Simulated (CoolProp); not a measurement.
A single-stage vapour-compression cycle with R152A: evaporating at 222.15 K (dew point), condensing at 292.15 K (bubble point), superheat 8 K, subcooling 8 K, compressor efficiency 0.8, no pressure losses. Each further row changes one setting.

Values from CoolProp's reference Helmholtz-energy equation of state, Outcalt 1996. It is a modified Benedict-Webb-Rubin equation, recast in Helmholtz form.

```json
[
 {"case": "as stated", "cooling COP": "2.02", "pressure ratio": "19.2", "discharge temperature (K)": "362.3", "refrigerating effect (kJ/kg)": "258", "volumetric capacity (kJ/m³)": "234"},
 {"case": "evaporating temperature 227.15 K", "cooling COP": "?", "pressure ratio": "14.5", "discharge temperature (K)": "?", "refrigerating effect (kJ/kg)": "262", "volumetric capacity (kJ/m³)": "309"},
 {"case": "condensing temperature 287.15 K", "cooling COP": "?", "pressure ratio": "16.4", "discharge temperature (K)": "354.8", "refrigerating effect (kJ/kg)": "266", "volumetric capacity (kJ/m³)": "242"},
 {"case": "subcooling 13 K", "cooling COP": "2.09", "pressure ratio": "19.2", "discharge temperature (K)": "362.3", "refrigerating effect (kJ/kg)": "266", "volumetric capacity (kJ/m³)": "242"},
 {"case": "superheat 18 K", "cooling COP": "2.01", "pressure ratio": "19.2", "discharge temperature (K)": "373.8", "refrigerating effect (kJ/kg)": "267", "volumetric capacity (kJ/m³)": "231"},
 {"case": "compressor efficiency 0.7", "cooling COP": "1.77", "pressure ratio": "19.2", "discharge temperature (K)": "?", "refrigerating effect (kJ/kg)": "258", "volumetric capacity (kJ/m³)": "234"}
]
```

What belongs in the gaps?


- evaporating temperature 227.15 K, cooling COP: 2.28
- evaporating temperature 227.15 K, discharge temperature (K): 355.4
- condensing temperature 287.15 K, cooling COP: 2.23
- compressor efficiency 0.7, discharge temperature (K): 377.0
